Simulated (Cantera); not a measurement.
A freely propagating, adiabatic, planar premixed flame of H2 : O2 : N2 = 1 : 0.694 : 2.61 (molar parts), unburnt at 375 K and 83000 Pa; unity-Lewis-number transport, grid criteria slope 0.08 and curve 0.16, no radiation.

Computed with Cantera and the H2/O2 subset of GRI-Mech 3.0, which has no nitrogen chemistry. Unity Lewis numbers drop preferential diffusion, which matters most where H2 and H carry the flame. Burning velocities carry a grid error of a few per cent, more on coarse grids.

x: mole fraction of selected species; z is measured from the peak of heat release.

| z (mm) | T (K) | u (m/s) | x H2 | x O2 | x OH | x HO2 | x H2O2 | x O |
|---|---|---|---|---|---|---|---|---|
| -1.09 | 375 | 1.74 | 0.232 | 0.161 | <1e-8 | <1e-8 | <1e-8 | <1e-8 |
| -0.729 | 375 | 1.74 | 0.232 | 0.161 | <1e-8 | 1.49e-7 | 2.68e-8 | <1e-8 |
| -0.546 | 376 | 1.74 | 0.232 | 0.161 | <1e-8 | 8.52e-7 | 1.53e-7 | 2.20e-8 |
| -0.364 | 380 | 1.76 | 0.232 | 0.161 | 1.68e-8 | 7.54e-6 | 1.30e-6 | 2.27e-7 |
| -0.182 | 483 | 2.23 | 0.220 | 0.155 | 2.79e-5 | 0.000185 | 1.81e-5 | 1.91e-5 |
| -0.0911 | 803 | 3.62 | 0.179 | 0.136 | 0.000626 | 0.000200 | 1.88e-5 | 0.000480 |
| 0 | 1211 | 5.32 | 0.0947 | 0.0973 | 0.00331 | 8.27e-5 | 6.58e-6 | 0.00477 |
| 0.0911 | 1468 | 6.33 | 0.0367 | 0.0675 | 0.00841 | 4.49e-5 | 3.88e-6 | 0.0108 |
| 0.182 | 1604 | 6.85 | 0.0231 | 0.0585 | 0.0110 | 3.24e-5 | 2.25e-6 | 0.0118 |
| 0.364 | 1748 | 7.38 | 0.0178 | 0.0547 | 0.0125 | 2.32e-5 | 1.13e-6 | 0.00956 |
| 0.729 | 1879 | 7.85 | [?] | 0.0523 | 0.0125 | [?] | [?] | [?] |
| 1.46 | 1981 | 8.21 | 0.00788 | 0.0507 | 0.0109 | 9.09e-6 | 3.65e-7 | 0.00371 |
| 2.91 | 2051 | 8.45 | [?] | 0.0500 | [?] | [?] | [?] | [?] |

### Question
Complete the blanks.

### Answer

- 0.729, x H2: 0.0129
- 0.729, x HO2: 1.54e-5
- 0.729, x H2O2: 6.06e-7
- 0.729, x O: 0.00642
- 2.91, x H2: 0.00398
- 2.91, x OH: 0.00827
- 2.91, x HO2: 4.91e-6
- 2.91, x H2O2: 2.33e-7
- 2.91, x O: 0.00180
